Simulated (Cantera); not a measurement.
A Cantera script and what it prints.

```python
import numpy as np
import cantera as ct

gas_names = [...]  # 77 gases of nasa_gas.yaml made of C, H, Ti
cond_names = """
    C(gr) C6H6(L) C7H8(L) C8H18(L),n-octa Ti(a) Ti(b) Ti(L) TiC(s) TiC(L)
""".split()


# ... load() reads the species with a 1 bar reference pressure and builds the phases ...
atoms = {
    'TiC': {'Ti': 1, 'C': 1},
    'H2': {'H': 2},
}
top_T = {'C(gr)': 4500}  # K; cautious upper limits of use, not melting points


# ... equilibrate(T, P, feed) seeds the gas with the atoms and calls Mixture.equilibrate('TP', solver="vcs", rtol=1e-11, max_steps=5000) ...
results = []
feed = {'TiC': 1, 'H2': 1.3}  # mol
P = 13332.2  # Pa
for T in [2300, 2400, 2500, 2600, 2700, 2800, 2900, 3000]:
    mix = equilibrate(T, P, feed)
    results.append((T, P, feed, dict(zip(mix.species_names, mix.species_moles))))

top = {s: max(r[3][s] / sum(r[3][g] for g in gas_names) for r in results) for s in gas_names}
cols = sorted((s for s in top if top[s] > 0.001), key=lambda s: -top[s])[:9]
seen = [c for c in cond_names if any(r[3].get(c, 0) > 1e-12 for r in results)]
print("log10 of partial pressures in bar; condensed amounts in mol")
print(f"{'T/K':>10s}" + "".join(f"{s[:9]:>10s}" for s in cols + seen))
for T, P, feed, n in results:
    ng = sum(n[g] for g in gas_names)
    print(f"{T:10.4g}" + "".join(f"{np.log10(max(n[s] / ng * P / 1e5, 1e-99)):10.3f}" for s in cols)
          + "".join(f"{n.get(c, 0):10.4g}" for c in seen))
```

Result:

```
log10 of partial pressures in bar; condensed amounts in mol
       T/K        H2         H        Ti C2H2,acet    TiC(s)
      2300    -0.887    -2.458    -5.588    -5.934         1
      2400    -0.894    -2.245    -5.125    -5.448    0.9999
      2500    -0.905    -2.052    -4.697    -5.012    0.9998
      2600    -0.921    -1.876    -4.303    -4.616    0.9995
      2700    -0.943    -1.717    -3.939    -4.254    0.9988
      2800    -0.974    -1.574    -3.604    -3.926    0.9973
      2900    -1.014    -1.447    -3.294    -3.630    0.9942
      3000    -1.067    -1.335    -3.006    -3.369    0.9882
```

Equilibrium computed with Cantera from the NASA thermochemical tables; the gas is ideal and each condensed phase is pure. TiC: taken at fixed stoichiometry.
